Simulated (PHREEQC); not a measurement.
Dissolve 2.7 mmol/kgw NiSO4, 0.19 mmol/kgw CuCl2 and 0.15 mmol/kgw Na2SO4 at 49 °C. Closed to the air; pH follows from the charge balance.

All values are PHREEQC results (ion-association model, wateq4f.dat), not measurements.

| quantity | before | after |
|---|---|---|
| pH | 5.60 | 3.65 |
| ionic strength (mol/kgw) | 0.00962 | 0.00969 |
| SO4-2 (mol/kgw) | 0.00230 | 0.00227 |
| HSO4- (mol/kgw) | 7.29e-7 | 6.37e-5 |

Q: What was changed between the two runs?
A) NiSO4 left out
B) CuCl2 replaced by FeCl3 at the same molality
C) diluted 2-fold with water
D) Na2SO4 from 0.00015 to 0.00075 mol/kgw
E) Na2SO4 from 0.00015 to 0.000135 mol/kgw

A: B, CuCl2 replaced by FeCl3 at the same molality

Precipitation was switched off in this run. Some of these states are supersaturated (in Tenorite (slow to form), Jarosite-Na, Hematite (slow to form), for instance). Constants without temperature data keep their 25 °C values here.
